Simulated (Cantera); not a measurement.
Charge: 1 mol Si2H6, 4.3 mol CO2, 0.25 mol N2O, at 698.15 K and 0.375 Torr.

These are equilibrium values from Cantera (NASA tables, ideal gas, pure condensed phases), not measurements of a reactor. Candidate condensed phases: C, C6H6, C7H8, C8H18, H2O, Si, SiC, SiO2, Si2N2O, Si3N4; 151 gas species. The feed counts by its element totals alone. Kinetics and transport are ignored.

Base state: H2 0.425, CO 0.304, CO2 0.202, N2 0.0380, H2O 0.0295, CH4 0.000800 (mole fractions); condensed: C(graphite) + SiO2(α-quartz).

Question: What changes in the equilibrium state with this change: CO2 from 4.3 to 0.3 mol?

Answer: 
```json
[
 {"species": "H2", "before": "0.425", "after": "1.00"},
 {"species": "CH4", "before": "0.000800", "after": "3.85e-8"},
 {"species": "CO", "before": "0.304", "after": "<1e-9"},
 {"species": "CO2", "before": "0.202", "after": "<1e-9"},
 {"species": "N2", "before": "0.0380", "after": "<1e-9"},
 {"species": "H2O", "before": "0.0295", "after": "<1e-9"},
 {"species": "C(graphite), mol", "before": "0.966", "after": "0"},
 {"species": "SiO2(α-quartz), mol", "before": "2.00", "after": "0.300"},
 {"species": "Si(s), mol", "before": "0", "after": "0.900"},
 {"species": "SiC(s), mol", "before": "0", "after": "0.300"},
 {"species": "Si2N2O(s), mol", "before": "0", "after": "0.250"}
]
```
